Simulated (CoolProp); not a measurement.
The numbers come from the reference Helmholtz-energy equation of state, McLinden 2020 in CoolProp.

Task: For R1336mzz(Z), give the phase and the cv (kJ/(kg K)) at 427 K and 9.89 bar; 371.1 K and 5.12 bar; 474.1 K and 0.264 bar.

Result: 
- 427 K and 9.89 bar: gas; cv 1.03
- 371.1 K and 5.12 bar: gas; cv 0.959
- 474.1 K and 0.264 bar: gas; cv 1.04
